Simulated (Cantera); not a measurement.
A Cantera script and its output.

```python
import numpy as np
import cantera as ct

gas = ct.Solution("h2o2.yaml")
gas.TPX = 500, 66000, {'H2': 1, 'O2': 0.192, 'N2': 0.723}
flame = ct.FreeFlame(gas, width=0.054)
flame.set_refine_criteria(ratio=3, slope=0.08, curve=0.16)
flame.transport_model = "unity-Lewis-number"
flame.solve(loglevel=0, auto=True)
z, T = flame.grid, flame.T
thick = (T[-1] - T[0]) / np.gradient(T, z).max()
show = ['H2', 'O2', 'H', 'O', 'HO2', 'H2O']
print(f"laminar burning velocity  {flame.velocity[0] * 100:.3f} cm/s")
print(f"burnt temperature         {T[-1]:.1f} K")
print(f"thermal thickness         {thick * 1e3:.4f} mm")
print(f"grid points               {len(z)}")
z0 = z[flame.heat_release_rate.argmax()]
print(f"{'z/mm':>9s}{'T/K':>9s}{'u/(m/s)':>9s}" + "".join(f"{s:>11s}" for s in show))
rows = []
for k in (-3, -2, -1.5, -1, -0.5, -0.25, 0, 0.25, 0.5, 1, 2, 4, 8):
    zz = z0 + k * thick
    rows.append([k * thick, np.interp(zz, z, T), np.interp(zz, z, flame.velocity),
                 *(np.interp(zz, z, flame.X[gas.species_index(s)]) for s in show)])
    print(f"{rows[-1][0] * 1e3:9.3f}{rows[-1][1]:9.1f}{rows[-1][2]:9.3f}" + "".join(f"{x:11.3e}" for x in rows[-1][3:]))
```

Output:

```
laminar burning velocity  348.640 cm/s
burnt temperature         2025.2 K
thermal thickness         0.6952 mm
grid points               119
     z/mm      T/K  u/(m/s)         H2         O2          H          O        HO2        H2O
   -2.086    500.0    3.486  5.222e-01  1.003e-01  1.366e-13  1.781e-12  5.116e-09  1.640e-07
   -1.390    500.0    3.487  5.222e-01  1.003e-01  1.236e-11  1.603e-10  8.999e-08  2.893e-06
   -1.043    500.1    3.487  5.222e-01  1.003e-01  1.296e-10  1.655e-09  4.747e-07  1.531e-05
   -0.695    501.6    3.497  5.221e-01  1.002e-01  6.643e-09  5.669e-08  5.853e-06  1.906e-04
   -0.348    562.8    3.909  5.163e-01  9.659e-02  1.061e-04  1.169e-05  1.521e-04  7.788e-03
   -0.174    816.2    5.583  4.841e-01  7.935e-02  6.048e-03  1.947e-04  9.534e-05  4.509e-02
    0.000   1178.5    7.888  3.927e-01  3.891e-02  4.399e-02  1.292e-03  3.066e-05  1.288e-01
    0.174   1401.2    9.252  3.198e-01  8.792e-03  7.855e-02  1.067e-03  6.087e-06  1.916e-01
    0.348   1507.5    9.880  3.066e-01  1.489e-03  7.988e-02  5.145e-04  9.451e-07  2.081e-01
    0.695   1615.7   10.500  3.134e-01  1.376e-04  6.650e-02  3.271e-04  8.775e-08  2.127e-01
    1.390   1722.1   11.096  3.243e-01  6.649e-05  5.017e-02  2.231e-04  4.506e-08  2.148e-01
    2.781   1817.7   11.620  3.342e-01  3.705e-05  3.533e-02  1.282e-04  2.702e-08  2.169e-01
    5.562   1895.4   12.039  3.422e-01  1.736e-05  2.320e-02  6.146e-05  1.423e-08  2.188e-01
```

Detailed kinetics in Cantera: the H2/O2 subset of GRI-Mech 3.0, which has no nitrogen chemistry. Unity Lewis numbers drop preferential diffusion, which matters most where H2 and H carry the flame. Burning velocities carry a grid error of a few per cent, more on coarse grids.
